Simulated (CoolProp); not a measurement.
Vapour-liquid equilibrium of propane (1) + R113 (2) at 289.3 K; x and y are mole fractions of (1).

Model: multi-fluid Helmholtz-energy mixture model, Lemmon 2009 and Marx 1992; pair parameters Bell 2016, in CoolProp.

```json
[
 {"x": "0.05", "bubble pressure, mixture model (MPa)": "0.07361", "bubble pressure, Raoult's law (MPa)": "0.06742", "y, mixture model": "0.588", "y, Raoult's law": "0.560"},
 {"x": "0.15", "bubble pressure, mixture model (MPa)": "0.1562", "bubble pressure, Raoult's law (MPa)": "0.1398", "y, mixture model": "0.819", "y, Raoult's law": "0.810"},
 {"x": "0.25", "bubble pressure, mixture model (MPa)": "0.2345", "bubble pressure, Raoult's law (MPa)": "0.2121", "y, mixture model": "0.888", "y, Raoult's law": "0.890"},
 {"x": "0.35", "bubble pressure, mixture model (MPa)": "0.3081", "bubble pressure, Raoult's law (MPa)": "0.2845", "y, mixture model": "0.922", "y, Raoult's law": "0.929"},
 {"x": "0.45", "bubble pressure, mixture model (MPa)": "0.3772", "bubble pressure, Raoult's law (MPa)": "0.3568", "y, mixture model": "0.943", "y, Raoult's law": "0.952"},
 {"x": "0.55", "bubble pressure, mixture model (MPa)": "0.4432", "bubble pressure, Raoult's law (MPa)": "0.4292", "y, mixture model": "0.957", "y, Raoult's law": "0.967"},
 {"x": "0.65", "bubble pressure, mixture model (MPa)": "0.5075", "bubble pressure, Raoult's law (MPa)": "0.5015", "y, mixture model": "0.968", "y, Raoult's law": "0.978"},
 {"x": "0.75", "bubble pressure, mixture model (MPa)": "0.5724", "bubble pressure, Raoult's law (MPa)": "0.5739", "y, mixture model": "0.978", "y, Raoult's law": "0.986"},
 {"x": "0.85", "bubble pressure, mixture model (MPa)": "0.6404", "bubble pressure, Raoult's law (MPa)": "0.6462", "y, mixture model": "0.987", "y, Raoult's law": "0.993"},
 {"x": "0.95", "bubble pressure, mixture model (MPa)": "0.7144", "bubble pressure, Raoult's law (MPa)": "0.7186", "y, mixture model": "0.995", "y, Raoult's law": "0.998"}
]
```

The largest gap from Raoult's law is +11.7 % in bubble pressure, at x = 0.15. No azeotrope shows between x = 0.05 and 0.95.

The pair parameters rest on a limited set of measurements; away from them the model extrapolates. The gap from Raoult's law changes sign with composition, which may be real or a fault of the pair parameters; it wasn't checked against measurements.
